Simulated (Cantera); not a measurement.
Thermodynamics of silicon oxide and oxynitride deposition, feed SiH4 + N2O + H2

Input: 1 mol SiH4, 4.2 mol N2O, 28 mol H2, equilibrated at 0.140 bar.

These are equilibrium values from Cantera (NASA tables, ideal gas, pure condensed phases), not measurements of a reactor. Candidate condensed phases: H2O, Si, SiO2, Si2N2O, Si3N4; 35 gas species. The tables hold silica as quartz up to 1696 K and as liquid above; real silica turns to tridymite and cristobalite and melts near 1996 K. Rates play no part.

| T (K) | x H2 | x N2 | x H2O | x NH3 | x H | n SiO2(α-quartz) | n SiO2(β-quartz) |
|---|---|---|---|---|---|---|---|
| 648 | 0.812 | 0.123 | 0.0644 | 0.000692 | <1e-12 | 1.00 | 0 |
| 723 | 0.813 | 0.123 | 0.0643 | 0.000252 | <1e-12 | 1.00 | 0 |
| 798 | 0.813 | 0.123 | 0.0643 | 0.000110 | 6.42e-12 | 1.00 | 0 |
| 873 | 0.813 | 0.123 | 0.0643 | 5.45e-5 | 1.13e-10 | 0 | 1.00 |
| 948 | 0.813 | 0.123 | 0.0643 | 3.01e-5 | 1.26e-9 | 0 | 1.00 |
| 1023 | 0.813 | 0.123 | 0.0643 | 1.80e-5 | 9.98e-9 | 0 | 1.00 |
| 1098 | 0.813 | 0.123 | 0.0643 | 1.16e-5 | 5.96e-8 | 0 | 1.00 |
| 1173 | 0.813 | 0.123 | 0.0643 | 7.82e-6 | 2.84e-7 | 0 | 1.00 |
| 1248 | 0.813 | 0.123 | 0.0643 | 5.54e-6 | 1.13e-6 | 0 | 1.00 |
x: gas mole fraction; n: condensed amount in mol.

From 648 K to 798 K the condensed part is SiO2(α-quartz). From 873 K to 1248 K the condensed part is SiO2(β-quartz).
